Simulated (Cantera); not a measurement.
A perfectly stirred reactor is fed with CH4 : CO2 = 1 : 0.36 (molar parts), at 0.132 atm; it is held at 2050 K, and followed from long to short residence time.

Model: GRI-Mech 3.0 (53 species, 325 reactions), integrated in Cantera. GRI-Mech 3.0 stops at C3 and has no aromatics, soot or wall deposition, so with more carbon than oxygen in the feed, carbon stays in small species such as C2H2 where larger ones or solid carbon would form.

```
quantity                   before     after
-----------------------  --------  --------
x(CH4) at τ = 5.10 s      0.00159   0.00182
x(CO2) at τ = 5.10 s      8.99e-5   5.27e-6
x(H2O) at τ = 5.10 s     0.000722   8.31e-5
x(CH2CO) at τ = 5.10 s    8.38e-7   1.54e-7
x(O) at τ = 5.10 s        1.46e-9  1.07e-10
x(CH4) at τ = 0.100 s      0.0135    0.0162
x(CO2) at τ = 0.100 s     0.00412  0.000312
x(H2O) at τ = 0.100 s      0.0289   0.00406
x(CH2CO) at τ = 0.100 s   2.56e-5   5.09e-6
x(O) at τ = 0.100 s       3.63e-8   3.59e-9
```

What was changed between the two runs?
A) CO2 0.36 to 0.051 parts
B) temperature 2050 to 1725 K
C) pressure from 0.132 atm to 1.38 atm
D) temperature 2050 to 1225 K

A, CO2 0.36 to 0.051 parts
